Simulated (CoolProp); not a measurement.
Vapour-liquid equilibrium of CH2F2 (R32) (1) + R236FA (2) at 33.35 °C; x and y are mole fractions of (1).

Model: multi-fluid Helmholtz-energy mixture model, Tillner-Roth 1997 and Pan 2012; pair parameters Bell 2016, in CoolProp.

```csv
x,"bubble pressure, mixture model (kPa)","bubble pressure, Raoult's law (kPa)","y, mixture model","y, Raoult's law"
0.05,425.9,443.5,0.186,0.237
0.2,650.2,705.1,0.517,0.596
0.35,890.6,966.8,0.692,0.760
0.5,1142,1228,0.799,0.855
0.65,1406,1490,0.875,0.916
0.8,1686,1752,0.934,0.959
0.95,1992,2013,0.984,0.991
```

The largest gap from Raoult's law is -7.9 % in bubble pressure, at x = 0.35. No azeotrope shows between x = 0.05 and 0.95.

The pair parameters rest on a limited set of measurements; away from them the model extrapolates.
